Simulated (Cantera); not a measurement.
A perfectly stirred reactor is fed with 5.65 % CH4, 19.8 % O2, 74.5 % N2, equivalence ratio 0.57, at 6.42 atm; it is adiabatic with a 725 K inlet, and is followed from long to short residence time, starting on the burning branch (τ in s: 0.08, 0.035, 0.016, 0.0068, 0.003, 0.0013, 0.00058, 0.00026, 0.00011, 4.9e-05, 2.2e-05).

Cantera simulation using GRI-Mech 3.0 (53 species, 325 reactions); the numbers are that mechanism's predictions, not measurements.

x: mole fraction; the columns are a selection and need not sum to one.

```json
[
 {"τ (s)": "0.080", "T (K)": "1951", "x CH4": "2.59e-6", "x O2": "0.0850", "x C2H6": "2.25e-11", "x NO2": "?", "x HCN": "1.49e-8", "x C2H2": "1.54e-10"},
 {"τ (s)": "0.035", "T (K)": "1950", "x CH4": "5.51e-6", "x O2": "0.0850", "x C2H6": "9.83e-11", "x NO2": "?", "x HCN": "1.60e-8", "x C2H2": "6.37e-10"},
 {"τ (s)": "0.016", "T (K)": "1949", "x CH4": "1.07e-5", "x O2": "0.0851", "x C2H6": "3.50e-10", "x NO2": "?", "x HCN": "1.75e-8", "x C2H2": "2.06e-9"},
 {"τ (s)": "0.0068", "T (K)": "1946", "x CH4": "2.09e-5", "x O2": "0.0852", "x C2H6": "1.18e-9", "x NO2": "?", "x HCN": "2.04e-8", "x C2H2": "5.96e-9"},
 {"τ (s)": "0.0030", "T (K)": "1941", "x CH4": "3.77e-5", "x O2": "0.0853", "x C2H6": "3.23e-9", "x NO2": "?", "x HCN": "2.54e-8", "x C2H2": "1.34e-8"},
 {"τ (s)": "0.0013", "T (K)": "1933", "x CH4": "6.74e-5", "x O2": "0.0856", "x C2H6": "8.16e-9", "x NO2": "?", "x HCN": "3.35e-8", "x C2H2": "2.66e-8"},
 {"τ (s)": "0.00058", "T (K)": "1920", "x CH4": "0.000118", "x O2": "0.0861", "x C2H6": "1.92e-8", "x NO2": "?", "x HCN": "4.57e-8", "x C2H2": "4.74e-8"},
 {"τ (s)": "0.00026", "T (K)": "1898", "x CH4": "0.000212", "x O2": "0.0871", "x C2H6": "4.65e-8", "x NO2": "?", "x HCN": "6.46e-8", "x C2H2": "8.28e-8"},
 {"τ (s)": "0.00011", "T (K)": "1858", "x CH4": "0.000430", "x O2": "0.0894", "x C2H6": "1.48e-7", "x NO2": "?", "x HCN": "9.80e-8", "x C2H2": "1.69e-7"},
 {"τ (s)": "4.9e-5", "T (K)": "1774", "x CH4": "0.00117", "x O2": "0.0953", "x C2H6": "1.12e-6", "x NO2": "?", "x HCN": "1.47e-7", "x C2H2": "6.30e-7"},
 {"τ (s)": "2.2e-5", "T (K)": "725", "x CH4": "0.0565", "x O2": "0.198", "x C2H6": "<1e-12", "x NO2": "<1e-12", "x HCN": "<1e-12", "x C2H2": "<1e-12"}
]
```

Question: What belongs in the gaps?

Answer: 
- 0.080, x NO2: 4.26e-7
- 0.035, x NO2: 2.36e-7
- 0.016, x NO2: 1.56e-7
- 0.0068, x NO2: 1.19e-7
- 0.0030, x NO2: 1.06e-7
- 0.0013, x NO2: 9.75e-8
- 0.00058, x NO2: 8.51e-8
- 0.00026, x NO2: 6.65e-8
- 0.00011, x NO2: 4.46e-8
- 4.9e-5, x NO2: 2.28e-8
